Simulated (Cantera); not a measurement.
A closed system holds: 1 mol Al, 0.0038 mol O₂, 2.7 mol N₂, held at 1552 °C.

Method: chemical equilibrium by Gibbs-energy minimisation in Cantera with the NASA 1993 tables (ideal gas, pure condensed phases). Candidate condensed phases: Al, AlN, Al₂O₃; 16 gas species. Mutual solubility and eutectic melting of coexisting phases are not modelled. The numbers say what is thermodynamically allowed, not how fast it happens.

Question: Which condensed phases are stable at each of these points (P (Pa)): 10, 41, 160, 670, 2700, 11000, 45000, 180000, 740000, 3000000?

Answer: 
```tsv
P (Pa)	condensed phases	Al condensed (%)
10	gas only	0.0
41	AlN(s)	82.0
160	AlN(s)	96.6
670	AlN(s) + Al₂O₃(s)	99.6
2700	AlN(s) + Al₂O₃(s)	100.0
11000	AlN(s) + Al₂O₃(s)	100.0
45000	AlN(s) + Al₂O₃(s)	100.0
180000	AlN(s) + Al₂O₃(s)	100.0
740000	AlN(s) + Al₂O₃(s)	100.0
3000000	AlN(s) + Al₂O₃(s)	100.0
```

At 10.0 Pa nothing is condensed. From 41.0 Pa to 1.60 mbar the condensed part is AlN(s). From 6.70 mbar to 30.0 bar the condensed part is AlN(s) + Al₂O₃(s).
